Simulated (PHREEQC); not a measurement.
A solution holds 0.85 mmol/kgw Cu(NO3)2, 2.25 mmol/kgw H2SO4 and 36.5 mmol/kgw Na2SO4, at 10 °C. Closed to the air; pH follows from the charge balance.

Equilibrium calculation in PHREEQC: ion-association model, phreeqc.dat.

This is a speciation only: nothing precipitates in the calculation.

What pH, density, specific conductance does the model give?

pH 2.71; density 1.005 g/cm³; specific conductance 5100 µS/cm.

In which forms is S present?

SO4-2 84 %, NaSO4- 9.8 %, HSO4- 5.6 %, CuSO4 1.0 % of the S.

Complexes and solids missing from the database can't appear. Constants without temperature data keep their 25 °C values here.
